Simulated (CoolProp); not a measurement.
Computed with CoolProp (reference Helmholtz-energy equation of state, Lemmon 2004). It is a short technical equation, of lower accuracy than the large ones.

Question: Give the vapour pressure (MPa), vapour density (kg/m³), surface tension (mN/m), liquid conductivity (mW/(m K)) of saturated n-dodecane at 448.4 K.

Answer: 
```
T (K)  p (MPa)  vapour density (kg/m³)  surface tension (mN/m)  liquid conductivity (mW/(m K))
-----  -------  ----------------------  ----------------------  ------------------------------
448.4   0.0341                    1.61                    12.7                             103
```

Thermal conductivity comes from a separate model (Huber 2004). Surface tension comes from a separate correlation (Mulero 2012).
